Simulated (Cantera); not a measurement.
An isothermal, constant-pressure homogeneous reactor starts with 7.69 % NH3, 92.3 % H2, at 1600 K and 2670 Pa.

Model: the gas-phase N/H chemistry of the illustrative SiF4/NH3 mechanism in the Surface Chemkin manual (1991), integrated in Cantera. Walls and surfaces, which speed up NH3 decomposition in real reactors, are not modelled.

x: mole fraction; the columns are a selection and need not sum to one.

```csv
t (s),x NH3,x H2,x NH2,x H,x NH,x N
0.000100,0.0769,0.923,___,1.54e-8,<1e-12,<1e-12
0.000278,0.0769,0.923,___,4.38e-8,<1e-12,<1e-12
0.000774,0.0769,0.923,___,1.23e-7,<1e-12,<1e-12
0.00215,0.0769,0.923,___,3.43e-7,1.86e-12,<1e-12
0.00600,0.0769,0.923,___,9.54e-7,1.45e-11,<1e-12
0.0167,0.0769,0.923,___,2.66e-6,1.13e-10,<1e-12
0.0464,0.0769,0.923,___,7.39e-6,8.72e-10,3.48e-12
0.129,0.0769,0.923,___,2.05e-5,6.73e-9,7.44e-11
0.360,0.0769,0.923,___,5.60e-5,5.00e-8,1.51e-9
1.00,0.0768,0.923,___,0.000120,2.29e-7,1.47e-8
2.78,0.0762,0.923,2.65e-5,0.000135,2.87e-7,2.07e-8
7.75,0.0746,0.924,2.61e-5,0.000136,2.84e-7,2.06e-8
21.6,0.0702,0.927,2.50e-5,0.000139,2.77e-7,2.04e-8
60.0,0.0598,0.932,___,0.000146,2.57e-7,1.99e-8
```

Question: Some entries are withheld; supply them.

Answer: 
- 0.000100, x NH2: 3.70e-9
- 0.000278, x NH2: 9.33e-9
- 0.000774, x NH2: 2.50e-8
- 0.00215, x NH2: 6.86e-8
- 0.00600, x NH2: 1.90e-7
- 0.0167, x NH2: 5.27e-7
- 0.0464, x NH2: 1.47e-6
- 0.129, x NH2: 4.07e-6
- 0.360, x NH2: 1.11e-5
- 1.00, x NH2: 2.38e-5
- 60.0, x NH2: 2.22e-5
